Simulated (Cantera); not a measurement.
# PbO + CO (carbothermic reduction)

Input: 1 mol PbO, 3.4 mol CO, held at 90.0 Torr.

Cantera equilibrium calculation (NASA polynomials, part measured and part estimated; ideal gas, pure solids and liquids). Candidate condensed phases: C, Pb, PbO, PbO2, Pb3O4; 15 gas species. Equilibrium is a limit: real reactors are often held back by kinetics, nucleation or transport.

| T (°C) | x CO | x CO2 | x Pb | x PbO | x Pb2 | x O | n C(graphite) | n Pb(l) |
|---|---|---|---|---|---|---|---|---|
| 577 | 0.458 | 0.542 | 2.65e-6 | <1e-12 | <1e-12 | <1e-12 | 0.547 | 1.000 |
| 652 | 0.706 | 0.294 | 2.23e-5 | 3.87e-12 | 2.08e-11 | <1e-12 | 0 | 1.000 |
| 727 | 0.706 | 0.294 | 0.000135 | 1.09e-10 | 4.25e-10 | <1e-12 | 0 | 1.000 |
| 802 | 0.705 | 0.294 | 0.000633 | 1.89e-9 | 5.64e-9 | <1e-12 | 0 | 0.998 |
| 877 | 0.704 | 0.293 | 0.00241 | 2.26e-8 | 5.28e-8 | <1e-12 | 0 | 0.992 |
| 952 | 0.700 | 0.292 | 0.00779 | 1.98e-7 | 3.73e-7 | <1e-12 | 0 | 0.973 |
| 1027 | 0.690 | 0.288 | 0.0219 | 1.34e-6 | 2.08e-6 | <1e-12 | 0 | 0.924 |
| 1102 | 0.667 | 0.278 | 0.0547 | 7.32e-6 | 9.58e-6 | 1.40e-12 | 0 | 0.803 |
| 1177 | 0.618 | 0.258 | 0.124 | 3.34e-5 | 3.74e-5 | 1.57e-11 | 0 | 0.518 |
| 1252 | 0.546 | 0.227 | 0.227 | 0.000114 | 9.73e-5 | 1.39e-10 | 0 | 0 |
| 1327 | 0.546 | 0.227 | 0.227 | 0.000202 | 7.74e-5 | 1.00e-9 | 0 | 0 |
| 1402 | 0.546 | 0.227 | 0.227 | 0.000337 | 6.28e-5 | 6.05e-9 | 0 | 0 |
| 1477 | 0.546 | 0.227 | 0.227 | 0.000537 | 5.17e-5 | 3.13e-8 | 0 | 0 |
| 1552 | 0.546 | 0.226 | 0.226 | 0.000821 | 4.32e-5 | 1.41e-7 | 0 | 0 |
x: gas mole fraction; n: condensed amount in mol.

At 577 °C the condensed part is C(graphite) + Pb(l). From 652 °C to 1177 °C the condensed part is Pb(l). From 1252 °C to 1552 °C nothing is condensed. The main Pb-bearing gas is Pb throughout.
